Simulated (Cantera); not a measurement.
A closed system holds: 1 mol CH2F2, 1.8 mol HCl, 7.7 mol H2, equilibrated at 0.133 bar.

Cantera equilibrium calculation (NASA polynomials, part measured and part estimated; ideal gas, pure solids and liquids). Candidate condensed phases: C, C6H6, C7H8, C8H18; 118 gas species. The numbers say what is thermodynamically allowed, not how fast it happens.

At 748 K, list the 4 most abundant gas species with their mole fractions, and the condensed phases.

H2 0.543, HF 0.190, HCl 0.171, CH4 0.0952. Condensed: gas only.
